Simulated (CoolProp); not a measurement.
Vapour pressure (bar) of methane: the reference equation beside estimates from Tc = -82.6 °C, pc = 45.99 bar, ω = 0.011. Clausius-Clapeyron is anchored at -148.55 °C with a constant enthalpy of vaporisation of 7.776 kJ/mol.

Model: reference Helmholtz-energy equation of state, Setzmann 1991, in CoolProp.

```csv
T (°C),reference,Lee-Kesler,Clausius-Clapeyron,van der Waals,Redlich-Kwong,Soave-Redlich-Kwong,Peng-Robinson
-154.05,1.795,1.781,1.851,5.036,1.427,1.766,1.807
-152.25,2.039,2.025,2.081,5.473,1.653,2.011,2.052
-150.35,2.323,2.310,2.346,5.961,1.919,2.296,2.337
-148.55,2.618,2.607,2.618,6.450,2.200,2.594,2.634
-146.65,2.960,2.950,[?],6.993,2.527,2.938,2.977
-144.85,3.312,3.305,3.251,7.536,2.870,3.295,3.331
-142.95,3.717,3.713,3.616,8.138,3.266,3.705,3.739
-141.15,4.134,4.132,3.988,8.736,3.678,4.128,4.158
-139.25,4.610,4.611,4.410,9.399,4.152,4.611,4.637
-137.45,5.097,5.101,4.838,10.06,4.640,5.106,[?]
-135.55,5.651,5.658,5.321,10.78,5.198,5.669,[?]
-133.75,6.215,6.224,5.809,11.50,5.769,[?],6.252
-131.85,6.854,6.866,6.357,12.29,6.420,6.894,6.895
-130.05,7.501,7.516,6.909,13.07,7.082,7.554,7.548
-128.15,8.232,8.249,7.527,13.93,7.832,8.299,8.285
```

Some entries are withheld; supply them.


- -146.65, Clausius-Clapeyron: 2.931
- -137.45, Peng-Robinson: 5.127
- -135.55, Peng-Robinson: 5.684
- -133.75, Soave-Redlich-Kwong: 6.243

Absolute difference from the reference over all 15 rows, mean and median: Lee-Kesler 0.3 and 0.2 %, Clausius-Clapeyron 4.0 and 3.5 %, van der Waals 116.4 and 111.3 %, Redlich-Kwong 11.7 and 11.0 %, Soave-Redlich-Kwong 0.7 and 0.6 %, Peng-Robinson 0.6 and 0.6 %.
